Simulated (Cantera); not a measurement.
Adiabatic ignition

An adiabatic, constant-volume homogeneous reactor starts with CH₄ : O₂ : N₂ = 1 : 1.67 : 6.27 (molar parts), equivalence ratio 1.2, at 1373 K and 0.987 atm.

Cantera simulation using GRI-Mech 3.0 (53 species, 325 reactions); the numbers are that mechanism's predictions, not measurements.

```tsv
t (s)	T (K)	P (bar)	x CH₄	x O₂	x O	x CH₃	x CH₂	x NO
5.00e-6	1373	1.000	0.112	0.187	3.29e-10	1.07e-7	<1e-12	<1e-12
1.33e-5	1373	1.000	0.112	0.187	4.28e-10	2.95e-7	<1e-12	<1e-12
3.51e-5	1373	1.000	0.112	0.187	7.22e-10	8.46e-7	<1e-12	<1e-12
9.31e-5	1373	1.000	0.112	0.187	1.76e-9	2.76e-6	<1e-12	<1e-12
0.000247	1373	1.000	0.112	0.187	6.50e-9	1.12e-5	2.92e-12	<1e-12
0.000654	1373	1.00	0.112	0.187	2.43e-8	4.20e-5	3.79e-11	<1e-12
0.00173	1376	1.00	0.111	0.186	5.76e-8	7.93e-5	1.66e-10	<1e-12
0.00459	1455	1.06	0.0985	0.177	1.44e-6	0.000454	2.39e-8	9.72e-12
0.0122	2901	2.27	<1e-12	0.00849	0.00491	<1e-12	<1e-12	0.00772
0.0322	2901	2.27	<1e-12	0.00849	0.00491	<1e-12	<1e-12	0.00772
0.0854	2901	2.27	<1e-12	0.00849	0.00491	<1e-12	<1e-12	0.00772
0.226	2901	2.27	<1e-12	0.00849	0.00491	<1e-12	<1e-12	0.00772
0.600	2901	2.27	<1e-12	0.00849	0.00491	<1e-12	<1e-12	0.00772
```
x: mole fraction; the columns are a selection and need not sum to one.

* **time of steepest temperature rise**: 4.90 ms
* **temperature at 0.600 s**: 2901 K
* **equilibrium temperature**: 2901 K
* **x(CH₄) at 0.600 s**: <1e-12 (gas-phase equilibrium <1e-12)
* **x(O₂) at 0.600 s**: 0.00849 (gas-phase equilibrium 0.00849)
* **x(O) at 0.600 s**: 0.00491 (gas-phase equilibrium 0.00491)
